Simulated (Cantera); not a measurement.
A closed system holds: 1 mol FeS2, 0.21 mol O2, 0.58 mol H2O, equilibrated at 9.80 bar.

These are equilibrium values from Cantera (NASA tables, ideal gas, pure condensed phases), not measurements of a reactor. Candidate condensed phases: Fe, FeO, Fe(OH)2, Fe(OH)3, FeS, FeSO4, FeS2, Fe2O3, Fe2(SO4)3, Fe3O4, H2O, H2SO4, S; 22 gas species. FeS: taken at fixed stoichiometry. Gases not in the tables: S3 to S7. Rates play no part.

Q: Which condensed phases are stable at each of these points (T (K)): 1200, 1275, 1350, 1425, 1500, 1575, 1650, 1725, 1800?

A: 
```
T (K)  condensed phases  Fe condensed (%)
-----  ----------------  ----------------
1200             FeS(s)             100.0
1275             FeS(s)             100.0
1350             FeS(s)             100.0
1425             FeS(s)             100.0
1500             FeS(l)             100.0
1575             FeS(l)             100.0
1650             FeS(l)             100.0
1725             FeS(l)             100.0
1800             FeS(l)             100.0
```

From 1200 K to 1425 K the condensed part is FeS(s). From 1500 K to 1800 K the condensed part is FeS(l).
